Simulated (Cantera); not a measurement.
Mixture: 20.5 % H₂, 14.2 % O₂, 65.3 % N₂, at 950000 Pa, adiabatic and at constant pressure. Ignition delay is the time to a rise of 400 K.

Cantera simulation using GRI-Mech 3.0 (53 species, 325 reactions); the numbers are that mechanism's predictions, not measurements. The hydrogen kinetics of GRI-Mech 3.0 are dated; newer H2 mechanisms differ, most at raised pressure.

Question: Predict: delay at 1075 K; delay at 1150 K; delay at 1225 K; delay at 1300 K; delay at 1375 K; delay at 1450 K; apparent activation energy between 1300 and 1450 K.

Answer: 
```json
{
  "delay at 1075 K": "1.97 ms",
  "delay at 1150 K": "0.305 ms",
  "delay at 1225 K": "22.0 µs",
  "delay at 1300 K": "5.74 µs",
  "delay at 1375 K": "3.25 µs",
  "delay at 1450 K": "2.23 µs",
  "apparent activation energy between 1300 and 1450 K": "99 kJ/mol"
}
```
